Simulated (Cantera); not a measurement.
Input: 1 mol Si3N4, 16 mol HCl, equilibrated at 0.100 bar.

Method: chemical equilibrium by Gibbs-energy minimisation in Cantera with the NASA 1993 tables (ideal gas, pure condensed phases). Candidate condensed phases: NH4Cl, Si, Si3N4; 28 gas species. The tables' values for SiCl3 are old estimates; treat these amounts as uncertain. Equilibrium is a limit: real reactors are often held back by kinetics, nucleation or transport.

Question: At 850 °C, list the 4 most abundant gas species with their mole fractions, and the condensed phases.

Answer: HCl 0.433, H2 0.308, SiCl4 0.153, N2 0.103. Condensed: Si3N4(s).
